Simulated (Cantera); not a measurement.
Charge: 1 mol CH3Cl, 0.013 mol CH4, 0.47 mol H2, at 2.00 Pa.

Method: chemical equilibrium by Gibbs-energy minimisation in Cantera with the NASA 1993 tables (ideal gas, pure condensed phases). Candidate condensed phases: C, C6H6, C7H8, C8H18; 91 gas species. Equilibrium is a limit: real reactors are often held back by kinetics, nucleation or transport.

Problem. Which condensed phases are stable at each of these points (T (°C)): 1300, 1400, 1500, 1600, 1700, 1800, 1900, 2000, 2100, 2200, 2300, 2400, 2500, 2600?

Solution. 
| T (°C) | condensed phases | C condensed (%) |
|---|---|---|
| 1300 | C(graphite) | 100.0 |
| 1400 | C(graphite) | 100.0 |
| 1500 | C(graphite) | 100.0 |
| 1600 | C(graphite) | 99.9 |
| 1700 | C(graphite) | 99.8 |
| 1800 | C(graphite) | 99.7 |
| 1900 | C(graphite) | 99.5 |
| 2000 | C(graphite) | 98.7 |
| 2100 | C(graphite) | 94.3 |
| 2200 | C(graphite) | 71.1 |
| 2300 | gas only | 0.0 |
| 2400 | gas only | 0.0 |
| 2500 | gas only | 0.0 |
| 2600 | gas only | 0.0 |

From 1300 °C to 2200 °C the condensed part is C(graphite). From 2300 °C to 2600 °C nothing is condensed.
